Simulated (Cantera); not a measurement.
## Halide evaporation, hydrolysis and transport: BaF2 + H2

Input: 1 mol BaF2, 4.9 mol H2, at 1173.15 K and 0.133 bar.

Cantera equilibrium calculation (NASA polynomials, part measured and part estimated; ideal gas, pure solids and liquids). Candidate condensed phases: Ba, BaF2; 14 gas species. Rates play no part.

```json
{
  "x(H2)": "1.000",
  "n(BaF2(s))": "1.000 mol",
  "gas_amount": "4.900 mol",
  "log10 activity of Ba(l) (absent)": "-6.23"
}
```
